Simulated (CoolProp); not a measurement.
A simple Rankine cycle with 1,2-dichloroethane: condensing at 312.15 K, boiler at 0.703 MPa, turbine inlet 473.9 K, turbine efficiency 0.65, pump efficiency 0.7, no recuperator. Each further row changes one setting.

Values from CoolProp's reference Helmholtz-energy equation of state, Thol 2015.

```csv
case,thermal efficiency (%),net work (kJ/kg),heat in (kJ/kg),turbine exit temperature (K),volume ratio over the turbine
as stated,15.5,[?],485,[?],[?]
turbine inlet 493.9 K,15.6,79.0,507,402.5,[?]
condensing temperature 304.15 K,16.4,81.4,496,376.3,[?]
boiler pressure 0.492 MPa,[?],69.7,489,393.5,21.8
turbine efficiency 0.55,13.1,63.4,485,396.2,[?]
```

**Question.** Some entries are withheld; supply them.

**Answer.** 
- as stated, net work (kJ/kg): 75.0
- as stated, turbine exit temperature (K): 383.5
- as stated, volume ratio over the turbine: 31.3
- turbine inlet 493.9 K, volume ratio over the turbine: 31.2
- condensing temperature 304.15 K, volume ratio over the turbine: 43.8
- boiler pressure 0.492 MPa, thermal efficiency (%): 14.2
- turbine efficiency 0.55, volume ratio over the turbine: 32.4
